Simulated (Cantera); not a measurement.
An isothermal plug-flow reactor at 1150 K and 150000 Pa (inlet), inlet velocity 0.07 m/s, active area per volume 1100 1/m; feed CH₄ : O₂ : N₂ = 0.0025 : 0.16 : 0.79 (molar parts).

Computed with Cantera and Deutschmann's 1995 Pt surface mechanism with GRI-Mech 3.0 gas chemistry. Catalytic surfaces can have several steady states; this one follows from the mechanism file's or the stated starting coverage. Mass transfer to the wall is taken as infinitely fast.

Task: What does this change do: temperature 1150 to 800 K?

Result: 
```json
[
 {"quantity": "x(CH₄) at z = 0.015 m", "before": "3.15e-12", "after": "0.00232"},
 {"quantity": "x(O₂) at z = 0.015 m", "before": "0.163", "after": "0.167"},
 {"quantity": "x(H₂O) at z = 0.015 m", "before": "0.00525", "after": "0.000607"},
 {"quantity": "x(CO₂) at z = 0.015 m", "before": "0.00262", "after": "0.000303"},
 {"quantity": "x(CO) at z = 0.015 m", "before": "8.43e-10", "after": "2.78e-7"},
 {"quantity": "θ(free Pt) at the exit", "before": "0.305", "after": "0.0247"},
 {"quantity": "θ(O*) at the exit", "before": "0.694", "after": "0.975"}
]
```
